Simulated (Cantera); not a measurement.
Feed: 1 mol Ta, 0.026 mol H₂O, 11 mol H₂, at 4.10 bar.

Cantera equilibrium calculation (NASA polynomials, part measured and part estimated; ideal gas, pure solids and liquids). Candidate condensed phases: H₂O, Ta, Ta₂O₅; 12 gas species. Condensed phases not in the tables: N, O or C dissolved in the metal. Kinetics and transport are ignored. All values below are at 2723 K.

Base state: H₂ 0.968, H 0.0301, H₂O 0.00218, TaO 5.58e-5, TaO₂ 3.62e-5, OH 1.77e-5 (mole fractions); condensed: Ta(s).

What changes in the equilibrium state with this change: Ta replaced by Nb?


```
species      before    after
----------  -------  -------
H₂            0.968    0.968
H            0.0301   0.0301
H₂O         0.00218  0.00220
TaO         5.58e-5        0
NbO               0  5.32e-5
TaO₂        3.62e-5        0
NbO₂              0  2.67e-5
OH          1.77e-5  1.79e-5
Ta(s), mol    0.999        0
Nb(s), mol        0    0.999
```
Further candidate phases: Nb, NbO, NbO₂, Nb₂O₅.

What changes in the equilibrium state with this change: Ta replaced by Ta(OEt)₅?


```
species            before     after
----------------  -------  --------
H₂                  0.968     0.779
CO                      0     0.174
H                  0.0301    0.0270
C₂H₂ (acetylene)        0    0.0199
TaO               5.58e-5     <1e-9
CH₄                     0  0.000269
C₄H₂                    0  0.000212
CH₃                     0  0.000159
C₂H                     0   7.64e-5
TaO₂              3.62e-5     <1e-9
Ta(s), mol          0.999         0
C(graphite), mol        0      2.77
TaC(s), mol             0      1.00
```
The feed counts by its element totals alone. TaC: taken at fixed stoichiometry. Condensed phases not in the tables: Ta₂C. Further candidate phases: C, C₆H₆, C₇H₈, C₈H₁₈, TaC.
